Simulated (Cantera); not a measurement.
## Thermodynamics of aluminium and copper etching, feed Al + Cl₂ + H₂

Feed: 1 mol Al, a varied amount of Cl₂, 0.83 mol H₂, held at 0.260 bar.

Equilibrium computed with Cantera from the NASA thermochemical tables; the gas is ideal and each condensed phase is pure. Candidate condensed phases: Al, AlCl₃; 12 gas species. The tables' values for AlCl₂ are old estimates. Kinetics and transport are ignored.

Stable condensed phases:

```
T in °C \ n(Cl₂) in mol
         0.38 0.44 0.52 0.61 0.71 0.82 0.96  1.1  1.3  1.5  1.8
   1300     A    A    A    B    B    B    B    B    B    B    B
   1200     A    A    A    B    B    B    B    B    B    B    B
   1100     A    A    A    A    A    B    B    B    B    B    B
   1000     A    A    A    A    A    A    A    B    B    B    B
    900     A    A    A    A    A    A    A    A    B    B    B
    800     A    A    A    A    A    A    A    A    A    B    B
    700     A    A    A    A    A    A    A    A    A    B    B
    600     A    A    A    A    A    A    A    A    A    B    B
    500     A    A    A    A    A    A    A    A    A    B    B
    400     A    A    A    A    A    A    A    A    A    B    B
    300     A    A    A    A    A    A    A    A    A    B    B
    200     A    A    A    A    A    A    A    A    A    B    B
```

A: Al; B: gas only.
